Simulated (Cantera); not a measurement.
# Reactions in the system C-H-O-Ta

Cantera with NASA thermochemical tables; ideal gases at 1 bar, condensed phases pure. Values are per mole of reaction as written; species without (g) are pure solids or liquids, kept so even where they would boil at 1 bar. TaC: taken at fixed stoichiometry.

Ta + H₂O(g) + CO(g) → H₂O₂(g) + TaC

```json
[
 {"T (K)": "300", "ΔH° (kJ)": "71.9", "ΔS° (J/K)": "-151.1", "ΔG° (kJ)": "117.3", "log10 K": "-20.42"},
 {"T (K)": "875", "ΔH° (kJ)": "74.4", "ΔS° (J/K)": "-148.3", "ΔG° (kJ)": "204.1", "log10 K": "-12.19"},
 {"T (K)": "975", "ΔH° (kJ)": "75.5", "ΔS° (J/K)": "-147.1", "ΔG° (kJ)": "218.9", "log10 K": "-11.73"},
 {"T (K)": "1075", "ΔH° (kJ)": "76.6", "ΔS° (J/K)": "-146.0", "ΔG° (kJ)": "233.6", "log10 K": "-11.35"},
 {"T (K)": "1175", "ΔH° (kJ)": "77.7", "ΔS° (J/K)": "-145.0", "ΔG° (kJ)": "248.1", "log10 K": "-11.03"},
 {"T (K)": "1275", "ΔH° (kJ)": "78.9", "ΔS° (J/K)": "-144.0", "ΔG° (kJ)": "262.6", "log10 K": "-10.76"},
 {"T (K)": "1375", "ΔH° (kJ)": "80.2", "ΔS° (J/K)": "-143.1", "ΔG° (kJ)": "276.9", "log10 K": "-10.52"},
 {"T (K)": "1475", "ΔH° (kJ)": "81.4", "ΔS° (J/K)": "-142.2", "ΔG° (kJ)": "291.2", "log10 K": "-10.31"}
]
```
